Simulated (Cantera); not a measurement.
Charge: 1 mol borazine, 190 mol H2, 0.26 mol H2O, equilibrated at 875 K and 59000 Pa.

Cantera equilibrium calculation (NASA polynomials, part measured and part estimated; ideal gas, pure solids and liquids). Candidate condensed phases: B, BN, B2O3, B3O3H3, H2O; 39 gas species. The feed counts by its element totals alone. Gases not in the tables: H3BO3. The numbers say what is thermodynamically allowed, not how fast it happens.

Base state: H2 0.999, H2O 0.000539, N2 0.000261, NH3 1.42e-5 (mole fractions); condensed: BN(s) + B2O3(l).

**Question.** What changes in the equilibrium state with this change: borazine replaced by B2H6?

**Answer.** 
```json
[
 {"species": "H2", "before": "0.999", "after": "1.000"},
 {"species": "B3O3H3", "before": "<1e-9", "after": "0.000449"},
 {"species": "H2O", "before": "0.000539", "after": "<1e-9"},
 {"species": "N2", "before": "0.000261", "after": "0"},
 {"species": "NH3", "before": "1.42e-5", "after": "0"},
 {"species": "BN(s), mol", "before": "2.90", "after": "0"},
 {"species": "B2O3(l), mol", "before": "0.0517", "after": "0"},
 {"species": "B(s), mol", "before": "0", "after": "1.74"}
]
```

**Question.** What changes in the equilibrium state with this change: temperature from 875 K to 2073 K?

**Answer.** 
```json
[
 {"species": "H2", "before": "0.999", "after": "0.994"},
 {"species": "H", "before": "<1e-9", "after": "0.00341"},
 {"species": "HBO", "before": "<1e-9", "after": "0.00127"},
 {"species": "BH2", "before": "<1e-9", "after": "0.000539"},
 {"species": "BO", "before": "<1e-9", "after": "5.92e-5"},
 {"species": "BH3", "before": "<1e-9", "after": "2.53e-5"},
 {"species": "BN(s), mol", "before": "2.90", "after": "2.63"},
 {"species": "B2O3(l), mol", "before": "0.0517", "after": "0"}
]
```
The tables' values for BH2 are old estimates; treat these amounts as uncertain. Gases not in the tables: B2H6 and higher boranes.
